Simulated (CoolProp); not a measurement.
Vapour-liquid equilibrium of R134a (1) + R141b (2) at 258.7 K; x and y are mole fractions of (1).

Computed with CoolProp (multi-fluid Helmholtz-energy mixture model, Tillner-Roth 1994 and Lemmon 2006; pair parameters Bell 2016).

```csv
x,"bubble pressure, mixture model (MPa)","bubble pressure, Raoult's law (MPa)","y, mixture model","y, Raoult's law"
0.05,0.02735,0.02161,0.512,0.388
0.2,0.06285,0.04467,0.815,0.751
0.35,0.09046,0.06774,0.889,0.866
0.5,0.1114,0.09081,0.923,0.923
0.65,0.1281,0.1139,0.945,0.957
0.8,0.1436,0.1369,0.965,0.980
0.95,0.1610,0.1600,0.990,0.996
```

The largest gap from Raoult's law is +40.7 % in bubble pressure, at x = 0.2. No azeotrope shows between x = 0.05 and 0.95.

Pair parameters are fitted to limited data, so mixtures are less certain than the pure fluids.
